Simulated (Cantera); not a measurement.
Premixed flame

A freely propagating, adiabatic, planar premixed flame of H2 : O2 : N2 = 1 : 0.312 : 0.906 (molar parts), equivalence ratio 1.6, unburnt at 300 K and 548 Torr; mixture-averaged transport, grid criteria slope 0.08 and curve 0.16, no radiation.

Cantera simulation using the H2/O2 subset of GRI-Mech 3.0, which has no nitrogen chemistry; the numbers are that mechanism's predictions, not measurements. Burning velocities carry a grid error of a few per cent, more on coarse grids.

```tsv
z (mm)	T (K)	u (m/s)	x H2	x O2	x H2O	x OH	x O	x H2O2
-1.44	300	3.80	0.451	0.141	<1e-8	<1e-8	<1e-8	<1e-8
-0.958	300	3.80	0.451	0.141	<1e-8	<1e-8	<1e-8	<1e-8
-0.719	300	3.80	0.451	0.141	<1e-8	<1e-8	<1e-8	<1e-8
-0.479	300	3.80	0.451	0.141	3.78e-8	<1e-8	<1e-8	<1e-8
-0.240	310	3.91	0.448	0.141	8.10e-5	5.55e-6	6.48e-7	2.98e-6
-0.120	599	7.32	0.414	0.137	0.0184	0.00138	0.000168	0.000129
0	1089	12.9	0.313	0.105	0.0979	0.00205	0.00301	9.91e-6
0.120	1426	16.6	0.201	0.0403	0.218	0.00574	0.00661	1.98e-6
0.240	1585	18.4	0.159	0.0116	0.273	0.00771	0.00547	1.26e-6
0.479	1727	19.9	0.154	0.00391	0.289	0.00924	0.00429	7.50e-7
0.958	1870	21.3	0.163	0.00268	0.295	0.0100	0.00335	4.05e-7
1.92	2012	22.7	0.171	0.00175	0.302	0.00979	0.00228	2.10e-7
3.83	2140	23.9	0.177	0.000991	0.308	0.00856	0.00133	1.12e-7
```
x: mole fraction of selected species; z is measured from the peak of heat release.

```yaml
laminar_burning_velocity: 380 cm/s
thermal_thickness: 0.479 mm
peak x(OH): 0.0101
peak x(O): 0.00661
peak x(H2O2): 0.000131
grid_points: 128
```
